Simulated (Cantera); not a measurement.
An adiabatic, constant-volume homogeneous reactor starts with CH₄ : H₂ : O₂ : N₂ : H₂O = 1 : 0.066 : 2.36 : 8.89 : 1 (molar parts), at 1525 K and 19.0 bar. Integrator tolerance rtol = 1e-08.

Detailed kinetics in Cantera: GRI-Mech 3.0 (53 species, 325 reactions). The pressure lies above the range GRI-Mech 3.0 was tuned for (to about 10 atm).

Task: What does this change do: constant pressure in place of constant volume?

Result: 
```tsv
quantity	before	after
time of steepest temperature rise	60.3 µs	65.7 µs
temperature at 8.00 s	2985 K	2782 K
equilibrium temperature	2985 K	2782 K
x(CH₄) at 8.00 s	<1e-12 (gas-phase equilibrium <1e-12)	<1e-12 (gas-phase equilibrium <1e-12)
x(H₂) at 8.00 s	0.00910 (gas-phase equilibrium 0.00910)	0.00643 (gas-phase equilibrium 0.00643)
x(O₂) at 8.00 s	0.0251 (gas-phase equilibrium 0.0251)	0.0244 (gas-phase equilibrium 0.0244)
x(HCO) at 8.00 s	1.25e-7 (gas-phase equilibrium 1.25e-7)	3.37e-8 (gas-phase equilibrium 3.37e-8)
x(H) at 8.00 s	0.00235 (gas-phase equilibrium 0.00235)	0.00143 (gas-phase equilibrium 0.00143)
x(CH₂O) at 8.00 s	2.52e-9 (gas-phase equilibrium 2.52e-9)	6.27e-10 (gas-phase equilibrium 6.27e-10)
```

Task: What does this change do: initial temperature 1525 to 1048 K?

Result: 
```json
[
 {"quantity": "time of steepest temperature rise", "before": "60.3 µs", "after": "6.62 ms"},
 {"quantity": "temperature at 8.00 s", "before": "2985 K", "after": "2759 K"},
 {"quantity": "equilibrium temperature", "before": "2985 K", "after": "2759 K"},
 {"quantity": "x(CH₄) at 8.00 s", "before": "<1e-12 (gas-phase equilibrium <1e-12)", "after": "<1e-12 (gas-phase equilibrium <1e-12)"},
 {"quantity": "x(H₂) at 8.00 s", "before": "0.00910 (gas-phase equilibrium 0.00910)", "after": "0.00386 (gas-phase equilibrium 0.00386)"},
 {"quantity": "x(O₂) at 8.00 s", "before": "0.0251 (gas-phase equilibrium 0.0251)", "after": "0.0224 (gas-phase equilibrium 0.0224)"},
 {"quantity": "x(HCO) at 8.00 s", "before": "1.25e-7 (gas-phase equilibrium 1.25e-7)", "after": "2.53e-8 (gas-phase equilibrium 2.53e-8)"},
 {"quantity": "x(H) at 8.00 s", "before": "0.00235 (gas-phase equilibrium 0.00235)", "after": "0.000623 (gas-phase equilibrium 0.000623)"},
 {"quantity": "x(CH₂O) at 8.00 s", "before": "2.52e-9 (gas-phase equilibrium 2.52e-9)", "after": "6.28e-10 (gas-phase equilibrium 6.28e-10)"}
]
```

Task: What does this change do: initial temperature 1525 to 1723 K?

Result: 
```tsv
quantity	before	after
time of steepest temperature rise	60.3 µs	13.7 µs
temperature at 8.00 s	2985 K	3069 K
equilibrium temperature	2985 K	3069 K
x(CH₄) at 8.00 s	<1e-12 (gas-phase equilibrium <1e-12)	<1e-12 (gas-phase equilibrium <1e-12)
x(H₂) at 8.00 s	0.00910 (gas-phase equilibrium 0.00910)	0.0119 (gas-phase equilibrium 0.0119)
x(O₂) at 8.00 s	0.0251 (gas-phase equilibrium 0.0251)	0.0264 (gas-phase equilibrium 0.0264)
x(HCO) at 8.00 s	1.25e-7 (gas-phase equilibrium 1.25e-7)	2.02e-7 (gas-phase equilibrium 2.02e-7)
x(H) at 8.00 s	0.00235 (gas-phase equilibrium 0.00235)	0.00362 (gas-phase equilibrium 0.00362)
x(CH₂O) at 8.00 s	2.52e-9 (gas-phase equilibrium 2.52e-9)	3.78e-9 (gas-phase equilibrium 3.78e-9)
```
Above 3000 K some thermodynamic fits are extrapolated.
